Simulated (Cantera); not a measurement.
Input (Python, Cantera) and output of one run.

```python
import numpy as np
import cantera as ct

gas_names = """
    CL CL2 H HCL H2 N NH NH2 NH3 N2 N2H2 N2H4 Si SiCL SiCL2 SiCL3 SiCL4 SiH SiHCL3 SiH2 SiH2CL2 SiH3
    SiH3CL SiH4 SiN Si2 Si2N Si3
""".split()
cond_names = """
    NH4CL(a) NH4CL(b) Si(cr) Si(L) Si3N4(a)
""".split()


# ... load() reads the species with a 1 bar reference pressure and builds the phases ...
atoms = {
    'SiHCl3': {'Si': 1, 'H': 1, 'CL': 3},
    'N2': {'N': 2},
    'H2': {'H': 2},
    'HCl': {'H': 1, 'CL': 1},
}
top_T = {'Si3N4(a)': 2400}  # K; cautious upper limits of use, not melting points


# ... equilibrate(T, P, feed) seeds the gas with the atoms and calls Mixture.equilibrate('TP', solver="vcs", rtol=1e-11, max_steps=5000) ...
results = []
feed = {'SiHCl3': 1, 'N2': 2.8, 'H2': 0.57, 'HCl': 0.049}  # mol
P = 20  # Pa
for T in [975, 1075, 1175, 1275, 1375, 1475, 1575, 1675, 1775, 1875, 1975, 2075]:
    mix = equilibrate(T, P, feed)
    results.append((T, P, feed, dict(zip(mix.species_names, mix.species_moles))))
    x = sorted(zip(gas.X, gas.species_names), reverse=True)
    print(f"T = {T:g} K  P = {P:g} Pa  gas = {mix.phase_moles(0):.4g} mol")
    print("   x: " + "  ".join(f"{s} {v:.3e}" for v, s in x if v > 0.0001))
    print("   condensed (mol): " + ("  ".join(f"{mix.phase(i).name} {mix.phase_moles(i):.4g}"
          for i in range(1, mix.n_phases) if mix.phase_moles(i) > 1e-12) or "none"))
```

It prints:

```
T = 975 K  P = 20 Pa  gas = 4.628 mol
   x: N2 5.150e-01  HCL 3.351e-01  SiCL4 8.059e-02  H2 6.889e-02  SiCL3 3.192e-04
   condensed (mol): Si3N4(a) 0.2083
T = 1075 K  P = 20 Pa  gas = 4.639 mol
   x: N2 5.124e-01  HCL 3.460e-01  SiCL4 7.568e-02  H2 6.281e-02  SiCL3 2.053e-03  SiCL2 8.813e-04  SiHCL3 1.707e-04
   condensed (mol): Si3N4(a) 0.2115
T = 1175 K  P = 20 Pa  gas = 4.697 mol
   x: N2 5.100e-01  HCL 3.470e-01  SiCL4 6.303e-02  H2 5.941e-02  SiCL2 1.165e-02  SiCL3 8.669e-03  SiHCL3 2.544e-04
   condensed (mol): Si3N4(a) 0.2025
T = 1275 K  P = 20 Pa  gas = 4.959 mol
   x: N2 5.075e-01  HCL 3.117e-01  SiCL2 7.173e-02  H2 6.473e-02  SiCL4 2.683e-02  SiCL3 1.720e-02  SiHCL3 2.249e-04
   condensed (mol): Si3N4(a) 0.1416
T = 1375 K  P = 20 Pa  gas = 5.303 mol
   x: N2 5.137e-01  HCL 2.250e-01  SiCL2 1.547e-01  H2 9.378e-02  SiCL3 9.662e-03  SiCL4 2.773e-03  CL 1.475e-04
   condensed (mol): Si3N4(a) 0.03771
T = 1475 K  P = 20 Pa  gas = 5.408 mol
   x: N2 5.178e-01  HCL 1.886e-01  SiCL2 1.802e-01  H2 1.079e-01  SiCL3 4.293e-03  CL 4.265e-04  SiCL4 3.479e-04  H 3.013e-04
   condensed (mol): none
T = 1575 K  P = 20 Pa  gas = 5.419 mol
   x: N2 5.167e-01  HCL 1.899e-01  SiCL2 1.819e-01  H2 1.065e-01  SiCL3 2.357e-03  CL 1.359e-03  H 9.591e-04  SiCL 1.486e-04
   condensed (mol): none
T = 1675 K  P = 20 Pa  gas = 5.436 mol
   x: N2 5.151e-01  HCL 1.890e-01  SiCL2 1.817e-01  H2 1.055e-01  CL 3.730e-03  H 2.667e-03  SiCL3 1.365e-03  SiCL 5.099e-04  Si 3.228e-04
   condensed (mol): none
T = 1775 K  P = 20 Pa  gas = 5.474 mol
   x: N2 5.115e-01  HCL 1.868e-01  SiCL2 1.785e-01  H2 1.032e-01  CL 9.143e-03  H 6.576e-03  Si 1.809e-03  SiCL 1.497e-03  SiCL3 8.284e-04
   condensed (mol): none
T = 1875 K  P = 20 Pa  gas = 5.569 mol
   x: N2 5.028e-01  HCL 1.858e-01  SiCL2 1.677e-01  H2 9.642e-02  CL 2.101e-02  H 1.439e-02  Si 7.590e-03  SiCL 3.628e-03  SiCL3 5.226e-04
   condensed (mol): none
T = 1975 K  P = 20 Pa  gas = 5.783 mol
   x: N2 4.841e-01  HCL 1.861e-01  SiCL2 1.432e-01  H2 8.230e-02  CL 4.689e-02  H 2.776e-02  Si 2.231e-02  SiCL 6.870e-03  SiCL3 3.300e-04
   condensed (mol): none
T = 2075 K  P = 20 Pa  gas = 6.199 mol
   x: N2 4.516e-01  HCL 1.779e-01  SiCL2 1.028e-01  CL 9.788e-02  H2 6.380e-02  Si 4.800e-02  H 4.757e-02  SiCL 1.003e-02  SiCL3 1.824e-04
   condensed (mol): none
```

These are equilibrium values from Cantera (NASA tables, ideal gas, pure condensed phases), not measurements of a reactor. N2 is the only nitrogen source here; it is nearly inert below about 1500 K, so the nitride shown seldom forms there in practice. The tables' values for SiCl3, SiCl, SiN are old estimates; treat these amounts as uncertain.
